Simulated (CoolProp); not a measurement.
Computed with CoolProp (reference Helmholtz-energy equation of state, Lemmon 2006). It is a short technical equation, of lower accuracy than the large ones.

Task: For n-decane, give the phase and the Z, cv (kJ/(kg K)), Joule-Thomson coefficient (K/MPa), conductivity (mW/(m K)) at 556.9 K and 2.24 MPa; 569.6 K and 2.24 MPa; 607.4 K and 2.24 MPa.

Result: 
- 556.9 K and 2.24 MPa: liquid; Z 0.140, cv 2.77, Joule-Thomson coefficient 0.385, conductivity 78.9
- 569.6 K and 2.24 MPa: liquid; Z 0.143, cv 2.82, Joule-Thomson coefficient 0.601, conductivity 77.2
- 607.4 K and 2.24 MPa: liquid; Z 0.164, cv 2.97, Joule-Thomson coefficient 3.01, conductivity 72.6

Thermal conductivity comes from a separate model (Huber 2005).
